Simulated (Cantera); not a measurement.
Low-pressure radical oxidation in H2/O2

A perfectly stirred reactor is fed with 0.527 % H2, 99.5 % O2, equivalence ratio 0.0027, at 20.0 Torr; it is held at 1450 K, and followed from long to short residence time.

Model: the H2/O2 subset of GRI-Mech 3.0, which has no nitrogen chemistry, integrated in Cantera. Radical loss at walls, strong at low pressure, is not modelled.

| τ (s) | x H2 | x O2 | x H2O | x H2O2 | x H |
|---|---|---|---|---|---|
| 11 | 2.42e-6 | 0.994 | 0.00517 | 1.81e-9 | 1.62e-6 |
| 4.6 | 4.01e-6 | 0.994 | 0.00513 | 2.60e-9 | 3.62e-6 |
| 1.9 | 6.65e-6 | 0.993 | 0.00508 | 3.58e-9 | 7.85e-6 |
| 0.76 | 1.12e-5 | 0.993 | 0.00502 | 4.71e-9 | 1.62e-5 |
| 0.31 | 1.87e-5 | 0.992 | 0.00495 | 5.81e-9 | 2.91e-5 |
| 0.13 | 3.21e-5 | 0.991 | 0.00488 | 6.76e-9 | 4.46e-5 |
| 0.051 | 6.20e-5 | 0.990 | 0.00480 | 7.71e-9 | 6.06e-5 |
| 0.021 | 0.000126 | 0.990 | 0.00468 | 8.80e-9 | 7.36e-5 |
| 0.0084 | 0.000279 | 0.990 | 0.00446 | 1.06e-8 | 8.67e-5 |
| 0.0034 | 0.000620 | 0.990 | 0.00403 | 1.31e-8 | 9.89e-5 |
x: mole fraction; the columns are a selection and need not sum to one.
